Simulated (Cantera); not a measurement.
An isothermal, constant-pressure homogeneous reactor starts with 0.990 % H2, 99.0 % O2, equivalence ratio 0.0050, at 1025 K and 1.43 Torr.

Detailed kinetics in Cantera: GRI-Mech 3.0 (53 species, 325 reactions). Radical loss at walls, strong at low pressure, is not modelled.

x: mole fraction; the columns are a selection and need not sum to one.

```json
[
 {"t (s)": "0.000400", "x H2": "0.00990", "x O2": "0.990", "x O": "2.33e-12", "x H2O2": "<1e-12", "x HO2": "1.06e-11", "x H": "8.33e-12"},
 {"t (s)": "0.000866", "x H2": "0.00990", "x O2": "0.990", "x O": "9.24e-12", "x H2O2": "<1e-12", "x HO2": "2.29e-11", "x H": "1.45e-11"},
 {"t (s)": "0.00188", "x H2": "0.00990", "x O2": "0.990", "x O": "3.32e-11", "x H2O2": "<1e-12", "x HO2": "4.96e-11", "x H": "2.30e-11"},
 {"t (s)": "0.00406", "x H2": "0.00990", "x O2": "0.990", "x O": "1.13e-10", "x H2O2": "<1e-12", "x HO2": "1.08e-10", "x H": "3.93e-11"},
 {"t (s)": "0.00880", "x H2": "0.00990", "x O2": "0.990", "x O": "4.42e-10", "x H2O2": "<1e-12", "x HO2": "2.33e-10", "x H": "9.43e-11"},
 {"t (s)": "0.0191", "x H2": "0.00990", "x O2": "0.990", "x O": "2.89e-9", "x H2O2": "<1e-12", "x HO2": "5.09e-10", "x H": "4.78e-10"},
 {"t (s)": "0.0413", "x H2": "0.00990", "x O2": "0.990", "x O": "…", "x H2O2": "<1e-12", "x HO2": "…", "x H": "…"},
 {"t (s)": "0.0894", "x H2": "0.00973", "x O2": "0.990", "x O": "…", "x H2O2": "8.62e-11", "x HO2": "…", "x H": "…"},
 {"t (s)": "0.194", "x H2": "0.000152", "x O2": "0.982", "x O": "0.00760", "x H2O2": "5.47e-9", "x HO2": "3.67e-7", "x H": "0.000968"},
 {"t (s)": "0.420", "x H2": "4.24e-5", "x O2": "0.982", "x O": "0.00760", "x H2O2": "2.57e-9", "x HO2": "2.82e-7", "x H": "0.000642"},
 {"t (s)": "0.909", "x H2": "3.69e-5", "x O2": "0.983", "x O": "0.00660", "x H2O2": "2.59e-9", "x HO2": "2.67e-7", "x H": "0.000519"},
 {"t (s)": "1.97", "x H2": "2.81e-5", "x O2": "0.985", "x O": "0.00497", "x H2O2": "2.62e-9", "x HO2": "2.40e-7", "x H": "0.000341"},
 {"t (s)": "4.26", "x H2": "1.69e-5", "x O2": "0.987", "x O": "0.00298", "x H2O2": "2.64e-9", "x HO2": "1.94e-7", "x H": "0.000158"},
 {"t (s)": "9.23", "x H2": "7.51e-6", "x O2": "0.989", "x O": "0.00131", "x H2O2": "2.56e-9", "x HO2": "1.33e-7", "x H": "4.65e-5"},
 {"t (s)": "20.0", "x H2": "2.47e-6", "x O2": "0.990", "x O": "0.000432", "x H2O2": "2.28e-9", "x HO2": "7.50e-8", "x H": "8.79e-6"}
]
```

Question: Fill in the missing entries.

Answer: 
- 0.0413, x O: 8.64e-8
- 0.0413, x HO2: 1.26e-9
- 0.0413, x H: 1.35e-8
- 0.0894, x O: 0.000110
- 0.0894, x HO2: 1.62e-7
- 0.0894, x H: 1.79e-5
